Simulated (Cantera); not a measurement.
Hydrocarbon pyrolysis for carbon deposition

An isothermal, constant-pressure homogeneous reactor starts with 37.0 % CH4, 63.0 % N2, at 1775 K and 195 Torr.

Computed with Cantera and GRI-Mech 3.0 (53 species, 325 reactions). GRI-Mech 3.0 stops at C3 and has no aromatics, soot or wall deposition, so with more carbon than oxygen in the feed, carbon stays in small species such as C2H2 where larger ones or solid carbon would form.

```tsv
t (s)	x CH4	x C2H2	x C2H6	x C2H	x HCN	x CH2	x H
0.000500	0.359	0.000209	0.000526	2.55e-9	3.48e-10	1.32e-6	1.27e-5
0.00139	0.303	0.00841	0.00107	6.88e-8	1.08e-8	2.62e-6	6.23e-5
0.00387	0.197	0.0532	0.000388	3.16e-7	7.66e-8	1.65e-6	0.000136
0.0108	0.107	0.0933	0.000110	5.35e-7	2.38e-7	9.98e-7	0.000208
0.0300	0.0457	0.118	2.22e-5	7.24e-7	5.59e-7	5.50e-7	0.000278
0.0834	0.0161	0.129	3.09e-6	8.62e-7	1.04e-6	2.46e-7	0.000330
0.232	0.00547	0.133	4.01e-7	9.27e-7	1.58e-6	9.44e-8	0.000355
0.646	0.00230	0.134	9.10e-8	9.46e-7	2.18e-6	4.12e-8	0.000362
1.80	0.00171	0.134	6.09e-8	9.49e-7	3.18e-6	3.09e-8	0.000363
5.00	0.00170	0.134	6.03e-8	9.49e-7	6.00e-6	3.06e-8	0.000363
13.9	0.00170	0.134	6.02e-8	9.49e-7	1.53e-5	3.06e-8	0.000363
38.7	0.00170	0.134	6.02e-8	9.49e-7	4.59e-5	3.06e-8	0.000363
108	0.00170	0.134	6.02e-8	9.48e-7	0.000137	3.06e-8	0.000363
300	0.00170	0.134	6.02e-8	9.48e-7	0.000388	3.06e-8	0.000363
```
x: mole fraction; the columns are a selection and need not sum to one.

Equilibrium at this temperature and pressure: CH4 0.00131, C2H2 0.0799, C2H6 3.60e-8, C2H 5.65e-7, HCN 0.109, CH2 2.36e-8, H 0.000363 (gas phase only).
